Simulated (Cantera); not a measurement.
Charge: 1 mol C3H8, 0.073 mol NH3, 0.78 mol O2, equilibrated at 1600 K and 2600000 Pa.

Cantera equilibrium calculation (NASA polynomials, part measured and part estimated; ideal gas, pure solids and liquids). Candidate condensed phases: C, C6H6, C7H8, C8H18, H2O; 136 gas species. Rates play no part.

Question: What is the equilibrium state?

Answer: 
| Property | Value |
|---|---|
| x(H2) | 0.693 |
| x(CO) | 0.275 |
| x(CH4) | 0.0204 |
| x(N2) | 0.00646 |
| x(H2O) | 0.00433 |
| x(CO2) | 0.000571 |
| x(HCN) | 0.000137 |
| x(NH3) | 5.63e-5 |
| x(C2H4) | 3.83e-5 |
| n(C(graphite)) | 1.35 mol |
| gas amount | 5.565 mol |
